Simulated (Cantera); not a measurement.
A closed system holds: 1 mol Si, a varied amount of N2O, 7.3 mol N2, held at 1500 °C and 3.90 bar.

Cantera equilibrium calculation (NASA polynomials, part measured and part estimated; ideal gas, pure solids and liquids). Candidate condensed phases: Si, SiO2, Si2N2O, Si3N4; 16 gas species. Mutual solubility and eutectic melting of coexisting phases are not modelled. The tables hold silica as quartz up to 1696 K and as liquid above; real silica turns to tridymite and cristobalite and melts near 1996 K. Kinetics and transport are ignored.

Task: Which condensed phases are stable at each of these points (n(N2O) (mol)): 0.046, 0.061, 0.081, 0.11, 0.14, 0.18, 0.24, 0.32, 0.42, 0.55, 0.73, 0.96, 1.3?

Result: 
```
n(N2O) (mol)             condensed phases  Si condensed (%)
------------  ---------------------------  ----------------
0.046                Si2N2O(s) + Si3N4(s)             100.0
0.061                Si2N2O(s) + Si3N4(s)             100.0
0.081                Si2N2O(s) + Si3N4(s)             100.0
0.11                 Si2N2O(s) + Si3N4(s)             100.0
0.14                 Si2N2O(s) + Si3N4(s)             100.0
0.18                 Si2N2O(s) + Si3N4(s)             100.0
0.24                 Si2N2O(s) + Si3N4(s)             100.0
0.32                 Si2N2O(s) + Si3N4(s)             100.0
0.42                 Si2N2O(s) + Si3N4(s)             100.0
0.55          SiO2(condensed) + Si2N2O(s)              99.9
0.73          SiO2(condensed) + Si2N2O(s)              99.9
0.96          SiO2(condensed) + Si2N2O(s)              99.9
1.3           SiO2(condensed) + Si2N2O(s)              99.9
```

From 0.046 mol N2O to 0.42 mol N2O the condensed part is Si2N2O(s) + Si3N4(s). From 0.55 mol N2O to 1.3 mol N2O the condensed part is SiO2(condensed) + Si2N2O(s).
